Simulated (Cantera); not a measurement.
A Cantera script and what it prints.

```python
import numpy as np
import cantera as ct

gas_names = """
    H HO2 H2 H2O H2O2 O OH O2 O3 P PH PH3 PO PO2 P2 P4 P4O10
""".split()
cond_names = """
    H2O(s) H2O(L) P(cr) P(L) P4O10(s)
""".split()


def load(file, names, dense=False):
    # The tables refer to 1 bar. Condensed volumes are neglected.
    table = {s.name: s for s in ct.Species.list_from_file(file)}
    out = []
    for n in names:
        d = dict(table[n].input_data)
        d["thermo"] = dict(d["thermo"], **{"reference-pressure": 1e5})
        if dense:
            d["equation-of-state"] = {"model": "constant-volume", "density": "1e6 g/cm^3"}
        out.append(ct.Species.from_dict(d))
    return out


gas = ct.Solution(thermo="ideal-gas", species=load("nasa_gas.yaml", gas_names))
cond = {s.name: ct.Solution(thermo="fixed-stoichiometry", species=[s], name=s.name)
        for s in load("nasa_condensed.yaml", cond_names, dense=True)}
atoms = {
    'PH3': {'P': 1, 'H': 3},
    'H2O': {'H': 2, 'O': 1},
    'O2': {'O': 2},
}
top_T = {'P4O10(s)': 690}  # K; cautious upper limits of use, not melting points


def equilibrate(T, P, feed):
    n = {}
    for name, mol in feed.items():
        for a, k in atoms[name].items():
            n[a] = n.get(a, 0.0) + k * mol
    gas.TPX = T, P, n
    mass = sum(n.values()) * gas.mean_molecular_weight
    gas.equilibrate("TP")
    valid = [c for c in cond.values() if c.min_temp <= T <= top_T.get(c.name, c.max_temp)]
    mix = ct.Mixture([(gas, mass / gas.mean_molecular_weight)] + [(c, 0.0) for c in valid])
    mix.T, mix.P = T, P
    mix.equilibrate("TP", solver="vcs", rtol=1e-11, max_steps=5000)
    return mix


results = []
feed = {'PH3': 1, 'H2O': 0.63, 'O2': 3.9}  # mol
T = 3298  # K
for P in [10, 65, 420, 2700, 17000, 110000, 720000, 4700000, 30000000]:
    mix = equilibrate(T, P, feed)
    results.append((T, P, feed, dict(zip(mix.species_names, mix.species_moles))))
    x = sorted(zip(gas.X, gas.species_names), reverse=True)
    print(f"T = {T:g} K  P = {P:g} Pa  gas = {mix.phase_moles(0):.4g} mol")
    print("   x: " + "  ".join(f"{s} {v:.3e}" for v, s in x if v > 0.001))
    print("   condensed (mol): " + ("  ".join(f"{mix.phase(i).name} {mix.phase_moles(i):.4g}"
          for i in range(1, mix.n_phases) if mix.phase_moles(i) > 1e-12) or "none"))
```

Output:

```
T = 3298 K  P = 10 Pa  gas = 13.5 mol
   x: O 6.100e-01  H 3.152e-01  P 6.080e-02  PO 1.322e-02
   condensed (mol): none
T = 3298 K  P = 65 Pa  gas = 13.04 mol
   x: O 5.944e-01  H 3.240e-01  PO 4.419e-02  P 3.208e-02  O2 2.787e-03  OH 1.597e-03
   condensed (mol): none
T = 3298 K  P = 420 Pa  gas = 12.38 mol
   x: O 5.626e-01  H 3.270e-01  PO 6.908e-02  O2 1.613e-02  OH 9.856e-03  P 8.198e-03  PO2 3.483e-03  H2 3.400e-03
   condensed (mol): none
T = 3298 K  P = 2700 Pa  gas = 10.86 mol
   x: O 4.684e-01  H 2.951e-01  O2 7.189e-02  PO 7.129e-02  OH 4.762e-02  PO2 1.924e-02  H2 1.781e-02  H2O 7.027e-03  P 1.581e-03
   condensed (mol): none
T = 3298 K  P = 17000 Pa  gas = 8.287 mol
   x: O 2.946e-01  H 1.813e-01  O2 1.791e-01  OH 1.158e-01  H2O 6.613e-02  PO2 6.217e-02  PO 5.818e-02  H2 4.231e-02
   condensed (mol): none
T = 3298 K  P = 110000 Pa  gas = 6.54 mol
   x: O2 2.760e-01  H2O 1.863e-01  O 1.438e-01  OH 1.358e-01  PO2 1.179e-01  H 6.732e-02  H2 3.774e-02  PO 3.493e-02
   condensed (mol): none
T = 3298 K  P = 720000 Pa  gas = 5.809 mol
   x: O2 3.347e-01  H2O 2.818e-01  PO2 1.558e-01  OH 1.096e-01  O 6.189e-02  H2 2.027e-02  H 1.928e-02  PO 1.638e-02
   condensed (mol): none
T = 3298 K  P = 4.7e+06 Pa  gas = 5.52 mol
   x: O2 3.665e-01  H2O 3.358e-01  PO2 1.743e-01  OH 7.657e-02  O 2.535e-02  H2 9.032e-03  PO 6.858e-03  H 5.038e-03
   condensed (mol): none
T = 3298 K  P = 3e+07 Pa  gas = 5.398 mol
   x: O2 3.834e-01  H2O 3.643e-01  PO2 1.825e-01  OH 5.074e-02  O 1.026e-02  H2 3.792e-03  PO 2.778e-03  H 1.292e-03
   condensed (mol): none
```

Equilibrium computed with Cantera from the NASA thermochemical tables; the gas is ideal and each condensed phase is pure. The ideal-gas law is rough above about 30 bar. Gases not in the tables: HPO2, HPO3 and P4O6.
